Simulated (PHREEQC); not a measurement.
Synthetic water in mmol/kgw, 50 °C, pH 7.7: Na 389; K 1.37; Ca 55; Mg 74.5; Cl 607; S(6) 17.9; Alkalinity (meq/kgw) 0.1; Si 0.458.

Valence states are taken as typed.

Computed with PHREEQC (Pitzer model, pitzer.dat).

Precipitation was switched off in this run.

Problem. Predict the activity of water, osmotic coefficient, density.

Solution. activity of water 0.982; osmotic coefficient 0.904; density 1.014 g/cm³.

Problem. In which forms is C present?

Solution. HCO3- 91 %, MgCO3 3.8 %, CO3-2 3.3 %, CO2 1.9 % of the C.

Complexes and solids missing from the database can't appear. Constants without temperature data keep their 25 °C values here.
